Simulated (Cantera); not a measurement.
A closed system holds: 1 mol SiH4, 8.3 mol NO, at 1698.15 K and 4600 Pa.

These are equilibrium values from Cantera (NASA tables, ideal gas, pure condensed phases), not measurements of a reactor. Candidate condensed phases: H2O, Si, SiO2, Si2N2O, Si3N4; 35 gas species. The tables hold silica as quartz up to 1696 K and as liquid above; real silica turns to tridymite and cristobalite and melts near 1996 K. Gases not in the tables: Si(OH)4. Kinetics and transport are ignored.

Base state: N2 0.499, O2 0.257, H2O 0.240, NO 0.00254, OH 0.00126, O 0.000104, H2 4.35e-5 (mole fractions); condensed: SiO2(condensed).

### Question
What changes in the equilibrium state with this change: 1.5 mol HCl added?

### Answer
| species | before | after |
|---|---|---|
| N2 | 0.499 | 0.421 |
| O2 | 0.257 | 0.214 |
| H2O | 0.240 | 0.209 |
| HCl | 0 | 0.141 |
| Cl | 0 | 0.0115 |
| Cl2 | 0 | 0.000168 |
| ClO | 0 | 2.24e-5 |
| SiO2(condensed), mol | 1.00 | 1.00 |
Further candidate phases: NH4Cl.
